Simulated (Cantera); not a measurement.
**NO annealing gas**

An isothermal, constant-pressure homogeneous reactor starts with 23.8 % NO, 76.2 % N2, at 1723 K and 7000 Pa.

Computed with Cantera and GRI-Mech 3.0 (53 species, 325 reactions).

| t (s) | x NO | x N2 | x NO2 | x O | x O2 | x N2O |
|---|---|---|---|---|---|---|
| 2.00e-5 | 0.238 | 0.762 | 1.50e-11 | 8.92e-9 | <1e-12 | 8.93e-9 |
| 7.02e-5 | 0.238 | 0.762 | 1.81e-10 | 3.12e-8 | 5.90e-12 | 3.13e-8 |
| 0.000247 | 0.238 | 0.762 | 2.20e-9 | 1.08e-7 | 7.21e-11 | 1.10e-7 |
| 0.000866 | 0.238 | 0.762 | 2.59e-8 | 3.64e-7 | 8.67e-10 | 3.83e-7 |
| 0.00304 | 0.238 | 0.762 | 2.73e-7 | 1.12e-6 | 1.03e-8 | 1.32e-6 |
| 0.0107 | 0.238 | 0.762 | 2.15e-6 | 3.01e-6 | 1.41e-7 | 4.28e-6 |
| 0.0375 | 0.238 | 0.762 | 9.90e-6 | 7.64e-6 | 2.99e-6 | 1.17e-5 |
| 0.132 | 0.238 | 0.762 | 1.73e-5 | 1.18e-5 | 4.00e-5 | 2.01e-5 |
| 0.462 | 0.238 | 0.762 | 1.84e-5 | 1.24e-5 | 0.000206 | 2.13e-5 |
| 1.62 | 0.236 | 0.763 | 2.05e-5 | 1.36e-5 | 0.000793 | 2.11e-5 |
| 5.70 | 0.232 | 0.765 | 2.64e-5 | 1.69e-5 | 0.00286 | 2.02e-5 |
| 20.0 | 0.218 | 0.772 | 3.91e-5 | 2.50e-5 | 0.01000 | 1.75e-5 |
x: mole fraction; the columns are a selection and need not sum to one.

Equilibrium at this temperature and pressure: NO 0.00251, N2 0.880, NO2 1.48e-6, O 7.42e-5, O2 0.118, N2O 4.09e-8 (gas phase only).
